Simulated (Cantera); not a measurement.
Feed: 1 mol FeS₂, 0.12 mol O₂, 3.5 mol CO₂, at 13.3 mbar.

Method: chemical equilibrium by Gibbs-energy minimisation in Cantera with the NASA 1993 tables (ideal gas, pure condensed phases). Candidate condensed phases: C, Fe, Fe(CO)₅, FeO, FeS, FeSO₄, FeS₂, Fe₂O₃, Fe₂(SO₄)₃, Fe₃O₄, S; 25 gas species. The tables' stoichiometric FeO is somewhat more stable than real wüstite, so its field is too wide. FeO: taken at fixed stoichiometry. Kinetics and transport are ignored.

Task: At 1577 °C, list the 4 most abundant gas species with their mole fractions, and the condensed phases.

Result: CO 0.491, CO₂ 0.212, SO₂ 0.152, S₂ 0.105. Condensed: FeO(l).
